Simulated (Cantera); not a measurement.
## Moist CO burnout

An isothermal, constant-pressure homogeneous reactor starts with CO : O2 : H2O : N2 = 0.0081 : 0.0028 : 0.0041 : 1 (molar parts), at 1375 K and 2.66 atm.

Cantera simulation using GRI-Mech 3.0 (53 species, 325 reactions); the numbers are that mechanism's predictions, not measurements.

```tsv
t (s)	x CO	x O2	x H2O	x N2O	x H	x CO2
3.00e-6	0.00798	0.00276	0.00404	<1e-12	<1e-12	9.89e-11
2.62e-5	0.00798	0.00276	0.00404	<1e-12	3.99e-11	9.17e-10
0.000228	0.00798	0.00276	0.00404	5.98e-12	4.71e-9	2.52e-8
0.00199	0.00539	0.00155	0.00358	3.39e-7	0.000373	0.00260
0.0173	0.00193	1.34e-6	0.00350	6.56e-9	3.72e-5	0.00608
0.151	0.00193	7.86e-9	0.00351	2.01e-9	2.66e-6	0.00607
1.32	0.00193	8.86e-11	0.00351	7.03e-10	2.61e-7	0.00607
11.5	0.00193	3.84e-12	0.00351	1.71e-10	7.35e-8	0.00607
100	0.00193	2.07e-12	0.00351	4.05e-11	5.65e-8	0.00607
```
x: mole fraction; the columns are a selection and need not sum to one.

Equilibrium at this temperature and pressure: CO 0.00193, O2 1.48e-12, H2O 0.00351, N2O <1e-12, H 4.88e-8, CO2 0.00607 (gas phase only).
